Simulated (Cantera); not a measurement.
Feed: 1 mol CH3Cl, 0.13 mol HCl, 0.085 mol H2, at 1330 Pa.

Equilibrium computed with Cantera from the NASA thermochemical tables; the gas is ideal and each condensed phase is pure. Candidate condensed phases: C, C6H6, C7H8, C8H18; 91 gas species. Kinetics and transport are ignored. All values below are at 2327 °C.

Base state: H2 0.364, HCl 0.309, H 0.201, Cl 0.119, C2H2 (acetylene) 0.00591, C2H 0.000286, C3 0.000166, C2HCl 6.71e-5 (mole fractions); condensed: C(graphite).

Question: What changes in the equilibrium state with this change: pressure from 1330 Pa to 10000 Pa?

Answer: 
| species | before | after |
|---|---|---|
| H2 | 0.364 | 0.437 |
| HCl | 0.309 | 0.421 |
| H | 0.201 | 0.0802 |
| Cl | 0.119 | 0.0543 |
| C2 | 1.56e-5 | 2.08e-6 |
| C3 | 0.000166 | 2.21e-5 |
| C | 4.68e-5 | 6.24e-6 |
| C2H | 0.000286 | 0.000114 |
| Cl2 | 1.01e-5 | 1.56e-5 |
| C(graphite), mol | 0.965 | 0.965 |
